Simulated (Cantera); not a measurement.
A perfectly stirred reactor is fed with 0.683 % CH3OH, 4.46 % O2, 94.9 % N2, at 5.70 bar; it is held at 1573 K, and followed from long to short residence time.

Computed with Cantera and GRI-Mech 3.0 (53 species, 325 reactions). GRI-Mech 3.0 was tuned for natural gas; its chemistry of methanol as a main component is partial and can be far from experiment.

Question: Predict: x(CH3OH) at τ = 2.10 s; x(O2) at τ = 2.10 s; x(CO) at τ = 2.10 s; x(CH3OH) at τ = 33.0 ms; x(O2) at τ = 33.0 ms; x(CO) at τ = 33.0 ms.

Answer: 
| Property | Value |
|---|---|
| x(CH3OH) at τ = 2.10 s | 1.46e-7 |
| x(O2) at τ = 2.10 s | 0.0342 |
| x(CO) at τ = 2.10 s | 6.32e-6 |
| x(CH3OH) at τ = 33.0 ms | 2.86e-6 |
| x(O2) at τ = 33.0 ms | 0.0343 |
| x(CO) at τ = 33.0 ms | 0.000132 |
